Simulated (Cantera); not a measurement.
## Adiabatic ignition

An adiabatic, constant-pressure homogeneous reactor starts with 12.0 % CH4, 18.5 % O2, 69.5 % N2, at 1523 K and 195 Torr.

Model: GRI-Mech 3.0 (53 species, 325 reactions), integrated in Cantera.

| t (s) | T (K) | x CH4 | x O2 | x CH2O | x H2O | x NO | x CH3 |
|---|---|---|---|---|---|---|---|
| 3.00e-6 | 1523 | 0.120 | 0.185 | 3.92e-10 | 9.62e-9 | <1e-12 | 1.85e-7 |
| 9.27e-6 | 1523 | 0.120 | 0.185 | 4.61e-9 | 7.23e-8 | <1e-12 | 6.60e-7 |
| 2.86e-5 | 1523 | 0.120 | 0.185 | 5.05e-8 | 3.41e-7 | <1e-12 | 2.22e-6 |
| 8.84e-5 | 1523 | 0.120 | 0.185 | 5.67e-7 | 1.92e-6 | <1e-12 | 7.83e-6 |
| 0.000273 | 1523 | 0.120 | 0.185 | 7.61e-6 | 1.61e-5 | <1e-12 | 3.33e-5 |
| 0.000844 | 1523 | 0.120 | 0.185 | 0.000124 | 0.000197 | <1e-12 | 0.000182 |
| 0.00261 | 1580 | 0.105 | 0.174 | 0.00323 | 0.0118 | 7.13e-11 | 0.00182 |
| 0.00805 | 2664 | <1e-12 | 0.00682 | 3.57e-10 | 0.154 | 0.00258 | <1e-12 |
| 0.0249 | 2662 | <1e-12 | 0.00635 | 3.66e-10 | 0.154 | 0.00464 | <1e-12 |
| 0.0769 | 2662 | <1e-12 | 0.00634 | 3.66e-10 | 0.154 | 0.00470 | <1e-12 |
| 0.237 | 2662 | <1e-12 | 0.00634 | 3.66e-10 | 0.154 | 0.00470 | <1e-12 |
| 0.734 | 2662 | <1e-12 | 0.00634 | 3.66e-10 | 0.154 | 0.00470 | <1e-12 |
| 2.27 | 2662 | <1e-12 | 0.00634 | 3.66e-10 | 0.154 | 0.00470 | <1e-12 |
| 7.00 | 2662 | <1e-12 | 0.00634 | 3.66e-10 | 0.154 | 0.00470 | <1e-12 |
x: mole fraction; the columns are a selection and need not sum to one.

```json
{
  "time_of_steepest_temperature_rise": "2.97 ms",
  "temperature at 7.00 s": "2662 K",
  "equilibrium_temperature": "2662 K",
  "x(CH4) at 7.00 s": "<1e-12 (gas-phase equilibrium <1e-12)",
  "x(O2) at 7.00 s": "0.00634 (gas-phase equilibrium 0.00634)",
  "x(CH2O) at 7.00 s": "3.66e-10 (gas-phase equilibrium 3.66e-10)"
}
```
